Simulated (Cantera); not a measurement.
An isothermal plug-flow reactor at 800 K and 4.50 bar (inlet), inlet velocity 1.7 m/s, active area per volume 2600 1/m; feed CO : O₂ : N₂ = 0.025 : 0.049 : 0.79 (molar parts), equivalence ratio 0.26.

Model: Deutschmann's 1995 Pt surface mechanism with GRI-Mech 3.0 gas chemistry, integrated in Cantera. Catalytic surfaces can have several steady states; this one follows from the mechanism file's or the stated starting coverage. Mass transfer to the wall is taken as infinitely fast.

One state of this run: x CO = 2.65e-5; x O₂ = 0.0429; x H₂O = <1e-12; x CO₂ = 0.0293; θ free Pt = 0.0279; θ O* = 0.972; θ CO* = 1.22e-5. x: gas mole fraction; θ: surface coverage.

Question: Which value of z (m) does it belong to?
A) 0.0028
B) 0.013
C) 0.0006
D) 0.0013

Answer: B, 0.013
